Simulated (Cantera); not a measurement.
A perfectly stirred reactor is fed with 6.30 % C2H4, 19.3 % O2, 72.4 % N2, 2.02 % CO2, at 101000 Pa; it is adiabatic with a 800 K inlet, and is followed from long to short residence time, starting on the burning branch (τ in s: 0.062, 0.025, 0.01, 0.004, 0.0016, 0.00064, 0.00026, 0.0001, 4.1e-05, 1.6e-05).

Computed with Cantera and GRI-Mech 3.0 (53 species, 325 reactions). GRI-Mech 3.0 was tuned for natural gas; its chemistry of ethylene as a main component is partial and can be far from experiment.

One state of this run: T (K) = 2507; x C2H4 = 1.47e-6; x O2 = 0.0191; x CO2 = 0.107; x C2H = 4.05e-8; x CH3 = 3.12e-7; x C2H6 = <1e-12. x: mole fraction; the columns are a selection and need not sum to one.

### Question
Which value of τ (s) does it belong to?
A) 0.00010
B) 1.6e-5
C) 0.00026
D) 0.025

### Answer
D, 0.025
